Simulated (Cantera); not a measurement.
What does this Cantera script print?

```python
import numpy as np
import cantera as ct

gas_names = """
    H HO2 H2 H2O H2O2 O OH O2 O3 Ta TaO TaO2
""".split()
cond_names = """
    H2O(s) H2O(L) Ta(cr) Ta(L) Ta2O5(s) Ta2O5(L)
""".split()


# ... load() reads the species with a 1 bar reference pressure and builds the phases ...
atoms = {
    'Ta2O5': {'Ta': 2, 'O': 5},
    'H2': {'H': 2},
}
top_T = {}  # K; cautious upper limits of use, not melting points


# ... equilibrate(T, P, feed) seeds the gas with the atoms and calls Mixture.equilibrate('TP', solver="vcs", rtol=1e-11, max_steps=5000) ...
results = []
T = 1273  # K
P = 133.322  # Pa
for m in [14, 49, 83, 120, 150, 190, 220, 260, 290, 320]:
    feed = {'Ta2O5': 1, 'H2': m}  # mol
    mix = equilibrate(T, P, feed)
    results.append((T, P, feed, dict(zip(mix.species_names, mix.species_moles))))

top = {s: max(r[3][s] / sum(r[3][g] for g in gas_names) for r in results) for s in gas_names}
cols = sorted((s for s in top if top[s] > 0.0001), key=lambda s: -top[s])[:7]
seen = [c for c in cond_names if any(r[3].get(c, 0) > 1e-12 for r in results)]
print("log10 of partial pressures in bar; condensed amounts in mol")
print(f"{'n(H2)':>10s}" + "".join(f"{s[:9]:>10s}" for s in cols + seen))
for T, P, feed, n in results:
    ng = sum(n[g] for g in gas_names)
    print(f"{feed['H2']:10.4g}" + "".join(f"{np.log10(max(n[s] / ng * P / 1e5, 1e-99)):10.3f}" for s in cols)
          + "".join(f"{n.get(c, 0):10.4g}" for c in seen))
```

Output:

```
log10 of partial pressures in bar; condensed amounts in mol
     n(H2)        H2    Ta(cr)  Ta2O5(s)
        14    -2.875  5.98e-05         1
        49    -2.875 0.0002093    0.9999
        83    -2.875 0.0003546    0.9998
       120    -2.875 0.0005126    0.9997
       150    -2.875 0.0006408    0.9997
       190    -2.875 0.0008116    0.9996
       220    -2.875 0.0009398    0.9995
       260    -2.875  0.001111    0.9994
       290    -2.875  0.001239    0.9994
       320    -2.875  0.001367    0.9993
```

These are equilibrium values from Cantera (NASA tables, ideal gas, pure condensed phases), not measurements of a reactor. Mutual solubility and eutectic melting of coexisting phases are not modelled. Condensed phases not in the tables: N, O or C dissolved in the metal.
